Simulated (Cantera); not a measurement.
Mixture: CH₄ : O₂ : N₂ = 1 : 1.25 : 4.7 (molar parts), equivalence ratio 1.6, at 7500 Torr, adiabatic and at constant volume. Ignition delay is the time to a rise of 400 K.

Cantera simulation using GRI-Mech 3.0 (53 species, 325 reactions); the numbers are that mechanism's predictions, not measurements.

Problem. What does this change do: pressure from 7500 Torr to 225 Torr?

Solution. 
| quantity | before | after |
|---|---|---|
| delay at 1098 K | 22.0 ms | 0.758 s |
| delay at 1198 K | 5.86 ms | 0.152 s |
| delay at 1298 K | 1.78 ms | 36.1 ms |
| delay at 1398 K | 0.595 ms | 10.1 ms |
| delay at 1498 K | 0.216 ms | 3.39 ms |
| delay at 1598 K | 84.1 µs | 1.36 ms |
| apparent activation energy between 1398 and 1598 K | 180 kJ/mol | 190 kJ/mol |

Problem. What does this change do: pressure from 7500 Torr to 555 Torr?

Solution. 
| quantity | before | after |
|---|---|---|
| delay at 1098 K | 22.0 ms | 0.349 s |
| delay at 1198 K | 5.86 ms | 74.3 ms |
| delay at 1298 K | 1.78 ms | 18.4 ms |
| delay at 1398 K | 0.595 ms | 5.23 ms |
| delay at 1498 K | 0.216 ms | 1.71 ms |
| delay at 1598 K | 84.1 µs | 0.651 ms |
| apparent activation energy between 1398 and 1598 K | 180 kJ/mol | 190 kJ/mol |
